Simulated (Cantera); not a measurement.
Standard-state values (1 bar) from the NASA 1993 polynomials, evaluated with Cantera. Values are per mole of reaction as written; species without (g) are pure solids or liquids, kept so even where they would boil at 1 bar.

H₂(g) + NiS ⇌ Ni + H₂S(g), with ΔH° = 67.3 kJ and ΔS° = 51.9 J/K at 300 K.

Task: How far is the shortcut ΔG° ≈ ΔH°(300 K) − T·ΔS°(300 K) from the full temperature-dependent value at 1998, 2023, 2048, 2073, 2098, 2123, 2148, 2173 K?

Result: 
```
T (K)  shortcut (kJ)  full (kJ)  difference (kJ)  difference in log10 K  condensed phases
-----  -------------  ---------  ---------------  ---------------------  ----------------
1998           -36.3       23.6            -59.9                   1.57     NiS(l), Ni(l)
2023           -37.6       23.7            -61.3                   1.58     NiS(l), Ni(l)
2048           -38.9       23.7            -62.6                   1.60     NiS(l), Ni(l)
2073           -40.2       23.8            -64.0                   1.61     NiS(l), Ni(l)
2098           -41.5       23.9            -65.4                   1.63     NiS(l), Ni(l)
2123           -42.8       23.9            -66.7                   1.64     NiS(l), Ni(l)
2148           -44.1       24.0            -68.1                   1.66     NiS(l), Ni(l)
2173           -45.4       24.1            -69.5                   1.67     NiS(l), Ni(l)
```
The shortcut ignores heat capacities and the phase changes listed.
